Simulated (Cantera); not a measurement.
# B2O3 + H2O + N2 (boron, boron nitride and boron oxide)

A closed system holds: 1 mol B2O3, 2.5 mol H2O, 2.1 mol N2, at 3.60 Torr.

These are equilibrium values from Cantera (NASA tables, ideal gas, pure condensed phases), not measurements of a reactor. Candidate condensed phases: B, BN, B2O3, B3O3H3, H2O; 39 gas species. Gases not in the tables: H3BO3. The numbers say what is thermodynamically allowed, not how fast it happens.

From 823 K to 1423 K the condensed part is B2O3(l). From 1573 K to 2323 K nothing is condensed.

```tsv
T (K)	x H2O	x N2	x HBO2	x H2	x H	x B2O3	x BO2	x OH	x O2	x O	n B2O3(l)
823	0.541	0.457	2.93e-6	1.39e-8	<1e-12	<1e-12	<1e-12	2.04e-10	6.71e-9	<1e-12	0.985
973	0.542	0.457	0.000156	5.74e-7	1.18e-11	1.85e-10	7.71e-12	1.99e-8	2.72e-7	<1e-12	0.994
1123	0.541	0.456	0.00272	8.85e-6	1.83e-9	1.29e-7	3.75e-9	5.75e-7	4.11e-6	1.29e-10	0.991
1273	0.525	0.451	0.0231	7.12e-5	8.68e-8	1.81e-5	4.11e-7	7.38e-6	3.21e-5	8.80e-9	0.944
1423	0.454	0.430	0.115	0.000344	1.78e-6	0.000855	1.60e-5	5.09e-5	0.000148	2.36e-7	0.715
1573	0.283	0.375	0.324	0.00102	1.87e-5	0.0165	0.000264	0.000188	0.000373	2.91e-6	0
1723	0.286	0.374	0.312	0.00316	0.000148	0.0215	0.000976	0.000733	0.00110	2.73e-5	0
1873	0.284	0.372	0.299	0.00815	0.000841	0.0265	0.00290	0.00228	0.00272	0.000178	0
2023	0.276	0.369	0.282	0.0179	0.00367	0.0311	0.00725	0.00589	0.00581	0.000877	0
2173	0.255	0.360	0.257	0.0339	0.0128	0.0348	0.0157	0.0129	0.0109	0.00343	0
2323	0.216	0.344	0.220	0.0548	0.0368	0.0364	0.0295	0.0241	0.0180	0.0110	0
```
x: gas mole fraction; n: condensed amount in mol.
